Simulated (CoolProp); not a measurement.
Saturation properties of isopentane.

Model: reference Helmholtz-energy equation of state, Lemmon 2006, in CoolProp. It is a short technical equation, of lower accuracy than the large ones.

```json
[
 {"T (K)": "259.4", "p (bar)": "0.1836", "enthalpy of vaporisation (kJ/kg)": "373.1", "liquid cp (kJ/(kg K))": "2.085", "surface tension (mN/m)": "18.7"},
 {"T (K)": "261.9", "p (bar)": "0.2072", "enthalpy of vaporisation (kJ/kg)": "371.4", "liquid cp (kJ/(kg K))": "2.097", "surface tension (mN/m)": "18.4"},
 {"T (K)": "264.3", "p (bar)": "0.2320", "enthalpy of vaporisation (kJ/kg)": "369.8", "liquid cp (kJ/(kg K))": "2.108", "surface tension (mN/m)": "18.2"},
 {"T (K)": "266.7", "p (bar)": "0.2593", "enthalpy of vaporisation (kJ/kg)": "368.1", "liquid cp (kJ/(kg K))": "2.119", "surface tension (mN/m)": "17.9"},
 {"T (K)": "269.1", "p (bar)": "0.2890", "enthalpy of vaporisation (kJ/kg)": "366.5", "liquid cp (kJ/(kg K))": "2.130", "surface tension (mN/m)": "17.6"},
 {"T (K)": "271.6", "p (bar)": "0.3229", "enthalpy of vaporisation (kJ/kg)": "364.7", "liquid cp (kJ/(kg K))": "2.142", "surface tension (mN/m)": "17.4"},
 {"T (K)": "274", "p (bar)": "0.3583", "enthalpy of vaporisation (kJ/kg)": "363.1", "liquid cp (kJ/(kg K))": "2.153", "surface tension (mN/m)": "17.1"},
 {"T (K)": "276.4", "p (bar)": "0.3968", "enthalpy of vaporisation (kJ/kg)": "361.4", "liquid cp (kJ/(kg K))": "2.165", "surface tension (mN/m)": "16.8"},
 {"T (K)": "278.8", "p (bar)": "0.4385", "enthalpy of vaporisation (kJ/kg)": "359.7", "liquid cp (kJ/(kg K))": "2.176", "surface tension (mN/m)": "16.6"},
 {"T (K)": "281.3", "p (bar)": "0.4857", "enthalpy of vaporisation (kJ/kg)": "357.9", "liquid cp (kJ/(kg K))": "2.189", "surface tension (mN/m)": "16.3"},
 {"T (K)": "283.7", "p (bar)": "0.5346", "enthalpy of vaporisation (kJ/kg)": "356.2", "liquid cp (kJ/(kg K))": "2.200", "surface tension (mN/m)": "16.0"},
 {"T (K)": "286.1", "p (bar)": "0.5874", "enthalpy of vaporisation (kJ/kg)": "354.4", "liquid cp (kJ/(kg K))": "2.212", "surface tension (mN/m)": "15.8"},
 {"T (K)": "288.5", "p (bar)": "0.6442", "enthalpy of vaporisation (kJ/kg)": "352.7", "liquid cp (kJ/(kg K))": "2.224", "surface tension (mN/m)": "15.5"},
 {"T (K)": "291", "p (bar)": "0.7080", "enthalpy of vaporisation (kJ/kg)": "350.8", "liquid cp (kJ/(kg K))": "2.237", "surface tension (mN/m)": "15.2"}
]
```

It boils at 301.0 K under 1 atm.

Surface tension comes from a separate correlation (Mulero 2012).
